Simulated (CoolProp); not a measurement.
Saturated liquid density (kg/m³) of n-nonane: the reference equation beside estimates from Tc = 321.4 °C, pc = 22.82 bar, ω = 0.443.

Model: reference Helmholtz-energy equation of state, Lemmon 2006, in CoolProp. It is a short technical equation, of lower accuracy than the large ones.

| T (°C) | reference | van der Waals | Redlich-Kwong | Soave-Redlich-Kwong | Peng-Robinson |
|---|---|---|---|---|---|
| 107.15 | 647.4 | 354.8 | 519.6 | 552.1 | 623.1 |
| 113.85 | 641.7 | 351.8 | 514.3 | 547.4 | 618.1 |
| 120.45 | 636.0 | 348.7 | 509.0 | 542.6 | 612.9 |
| 127.15 | 630.2 | 345.6 | 503.5 | 537.6 | 607.5 |
| 133.75 | 624.3 | 342.5 | 497.9 | 532.6 | 602.0 |
| 140.45 | 618.3 | 339.2 | 492.2 | 527.2 | 596.2 |
| 147.05 | 612.4 | 335.9 | 486.4 | 521.8 | 590.3 |
| 153.75 | 606.2 | 332.5 | 480.3 | 516.1 | 584.1 |

Absolute difference from the reference over all 8 rows, mean and median: van der Waals 45.2 and 45.2 %, Redlich-Kwong 20.2 and 20.2 %, Soave-Redlich-Kwong 14.7 and 14.7 %, Peng-Robinson 3.6 and 3.6 %.
